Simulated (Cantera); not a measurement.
An adiabatic, constant-volume homogeneous reactor starts with CO : H₂ : CH₄ : O₂ : N₂ = 1 : 0.43 : 0.2 : 1.8 : 6.76 (molar parts), at 1598 K and 4.93 atm. Integrator tolerance rtol = 1e-08.

Detailed kinetics in Cantera: GRI-Mech 3.0 (53 species, 325 reactions).

What does this change do: 0.22 parts H2O added?


| quantity | before | after |
|---|---|---|
| time of steepest temperature rise | 6.50 µs | 6.87 µs |
| temperature at 1.00 s | 2885 K | 2858 K |
| equilibrium temperature | 2885 K | 2858 K |
| x(CO) at 1.00 s | 0.0272 (gas-phase equilibrium 0.0272) | 0.0248 (gas-phase equilibrium 0.0248) |
| x(H₂) at 1.00 s | 0.00291 (gas-phase equilibrium 0.00291) | 0.00339 (gas-phase equilibrium 0.00339) |
| x(CH₄) at 1.00 s | <1e-12 (gas-phase equilibrium <1e-12) | <1e-12 (gas-phase equilibrium <1e-12) |
| x(H) at 1.00 s | 0.00203 (gas-phase equilibrium 0.00203) | 0.00200 (gas-phase equilibrium 0.00200) |
| x(O) at 1.00 s | 0.00671 (gas-phase equilibrium 0.00671) | 0.00601 (gas-phase equilibrium 0.00601) |
| x(NO₂) at 1.00 s | 2.30e-5 (gas-phase equilibrium 2.30e-5) | 2.18e-5 (gas-phase equilibrium 2.18e-5) |

What does this change do: constant pressure in place of constant volume?


```
quantity                                                            before                                    after
---------------------------------  ---------------------------------------  ---------------------------------------
time of steepest temperature rise                                  6.50 µs                                  6.73 µs
temperature at 1.00 s                                               2885 K                                   2731 K
equilibrium temperature                                             2885 K                                   2731 K
x(CO) at 1.00 s                      0.0272 (gas-phase equilibrium 0.0272)    0.0202 (gas-phase equilibrium 0.0202)
x(H₂) at 1.00 s                    0.00291 (gas-phase equilibrium 0.00291)  0.00220 (gas-phase equilibrium 0.00220)
x(CH₄) at 1.00 s                     <1e-12 (gas-phase equilibrium <1e-12)    <1e-12 (gas-phase equilibrium <1e-12)
x(H) at 1.00 s                     0.00203 (gas-phase equilibrium 0.00203)  0.00135 (gas-phase equilibrium 0.00135)
x(O) at 1.00 s                     0.00671 (gas-phase equilibrium 0.00671)  0.00483 (gas-phase equilibrium 0.00483)
x(NO₂) at 1.00 s                   2.30e-5 (gas-phase equilibrium 2.30e-5)  1.62e-5 (gas-phase equilibrium 1.62e-5)
```
